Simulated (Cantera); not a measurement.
## Silicon oxide and oxynitride deposition: Si2H6 + O2 + H2O

A closed system holds: 1 mol Si2H6, a varied amount of O2, 0.11 mol H2O, held at 1175 K and 0.100 bar.

These are equilibrium values from Cantera (NASA tables, ideal gas, pure condensed phases), not measurements of a reactor. Candidate condensed phases: H2O, Si, SiO2; 18 gas species. The feed counts by its element totals alone. Mutual solubility and eutectic melting of coexisting phases are not modelled. The tables hold silica as quartz up to 1696 K and as liquid above; real silica turns to tridymite and cristobalite and melts near 1996 K. Kinetics and transport are ignored.

From 0.42 mol O2 to 1.8 mol O2 the condensed part is Si(s) + SiO2(β-quartz). From 2 mol O2 to 2.2 mol O2 the condensed part is SiO2(β-quartz).

| n(O2) (mol) | x H2 | x H2O | x SiO | x H | x SiH4 | n Si(s) | n SiO2(β-quartz) |
|---|---|---|---|---|---|---|---|
| 0.42 | 1.000 | 3.76e-8 | 2.57e-6 | 3.88e-7 | 6.19e-8 | 1.52 | 0.475 |
| 0.61 | 1.000 | 3.76e-8 | 2.57e-6 | 3.88e-7 | 6.19e-8 | 1.33 | 0.665 |
| 0.8 | 1.000 | 3.76e-8 | 2.57e-6 | 3.88e-7 | 6.19e-8 | 1.15 | 0.855 |
| 1 | 1.000 | 3.76e-8 | 2.57e-6 | 3.88e-7 | 6.19e-8 | 0.945 | 1.05 |
| 1.2 | 1.000 | 3.76e-8 | 2.57e-6 | 3.88e-7 | 6.19e-8 | 0.745 | 1.25 |
| 1.4 | 1.000 | 3.76e-8 | 2.57e-6 | 3.88e-7 | 6.19e-8 | 0.545 | 1.46 |
| 1.6 | 1.000 | 3.76e-8 | 2.57e-6 | 3.88e-7 | 6.19e-8 | 0.345 | 1.66 |
| 1.8 | 1.000 | 3.76e-8 | 2.57e-6 | 3.88e-7 | 6.19e-8 | 0.145 | 1.85 |
| 2 | 0.965 | 0.0354 | 2.64e-12 | 3.81e-7 | <1e-12 | 0 | 2.00 |
| 2.2 | 0.836 | 0.164 | <1e-12 | 3.54e-7 | <1e-12 | 0 | 2.00 |
x: gas mole fraction; n: condensed amount in mol.
